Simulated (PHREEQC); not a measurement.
Dissolve 0.037 mol/kgw CsOH, 0.0066 mol/kgw Na2SiO3 and 0.004 mol/kgw K3PO4 at 25 °C. Closed to the air; pH follows from the charge balance.

The numbers come from PHREEQC with the ion-association model, wateq4f.dat.

No solid was allowed to form.

Problem. Order these P species by the share of P that they hold, largest first: HPO4-2, PO4-3, KHPO4-, NaHPO4-.

Solution. PO4-3 (82 %), HPO4-2 (18 %), NaHPO4- (0.19 %), KHPO4- (0.17 %)

Problem. Order these Si species by the share of Si that they hold, largest first: H3SiO4-, H4SiO4, H2SiO4-2.

Solution. H3SiO4- (70 %), H2SiO4-2 (30 %), H4SiO4 (0.11 %)

The pH is 12.52 and the ionic strength 0.0747 mol/kgw. H3PO4, which wateq4f.dat lacks, is added to it with the constant of phreeqc.dat.
